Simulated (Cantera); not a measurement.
A perfectly stirred reactor is fed with N2O = 1 (molar parts), at 0.0839 atm; it is held at 1248 K, and followed from long to short residence time.

Detailed kinetics in Cantera: GRI-Mech 3.0 (53 species, 325 reactions). GRI-Mech 3.0 was tuned for natural gas; its chemistry of N2O as a main component is partial and can be far from experiment. The mechanism lacks the step 2 NO + O2 → 2 NO2, which can matter for NO2 below about 1400 K. The temperature is held fixed by assumption; the heat of reaction is taken as removed at once.

Question: What does this change do: temperature 1248 to 1025 K?

Answer: 
```json
[
 {"quantity": "x(N2O) at τ = 1.10 s", "before": "0.829", "after": "0.998"},
 {"quantity": "x(N2) at τ = 1.10 s", "before": "0.107", "after": "0.00114"},
 {"quantity": "x(NO2) at τ = 1.10 s", "before": "1.18e-5", "after": "1.91e-8"},
 {"quantity": "x(NO) at τ = 1.10 s", "before": "0.0142", "after": "5.37e-5"},
 {"quantity": "x(O) at τ = 1.10 s", "before": "3.71e-6", "after": "7.30e-8"},
 {"quantity": "x(N2O) at τ = 42.0 ms", "before": "0.992", "after": "1.000"},
 {"quantity": "x(N2) at τ = 42.0 ms", "before": "0.00489", "after": "4.34e-5"},
 {"quantity": "x(NO2) at τ = 42.0 ms", "before": "2.01e-7", "after": "3.70e-11"},
 {"quantity": "x(NO) at τ = 42.0 ms", "before": "0.000652", "after": "2.05e-6"},
 {"quantity": "x(O) at τ = 42.0 ms", "before": "3.73e-6", "after": "7.27e-8"}
]
```
